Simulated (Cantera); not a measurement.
Charge: 1 mol SiH4, 0.47 mol CO2, 21 mol N2, equilibrated at 7.60e-5 bar.

These are equilibrium values from Cantera (NASA tables, ideal gas, pure condensed phases), not measurements of a reactor. Candidate condensed phases: C, C6H6, C7H8, C8H18, H2O, Si, SiC, SiO2, Si2N2O, Si3N4; 151 gas species. N2 is the only nitrogen source here; it is nearly inert below about 1500 K, so the nitride shown seldom forms there in practice. Mutual solubility and eutectic melting of coexisting phases are not modelled. Rates play no part.

Question: Which condensed phases are stable at each of these points (T (°C)): 600, 675, 750, 825, 900, 975, 1050, 1125, 1200, 1275, 1350?

Answer: 
```tsv
T (°C)	condensed phases	Si condensed (%)
600	C(graphite) + SiO2(β-quartz) + Si2N2O(s)	100.0
675	C(graphite) + Si2N2O(s)	100.0
750	C(graphite) + Si2N2O(s)	100.0
825	C(graphite) + Si2N2O(s)	100.0
900	C(graphite) + Si2N2O(s)	100.0
975	C(graphite) + Si2N2O(s)	100.0
1050	SiC(s) + Si2N2O(s)	99.7
1125	SiC(s) + Si2N2O(s)	96.3
1200	SiC(s) + Si2N2O(s)	65.0
1275	SiC(s)	26.3
1350	SiC(s)	25.5
```

At 600 °C the condensed part is C(graphite) + SiO2(β-quartz) + Si2N2O(s). From 675 °C to 975 °C the condensed part is C(graphite) + Si2N2O(s). From 1050 °C to 1200 °C the condensed part is SiC(s) + Si2N2O(s). From 1275 °C to 1350 °C the condensed part is SiC(s).
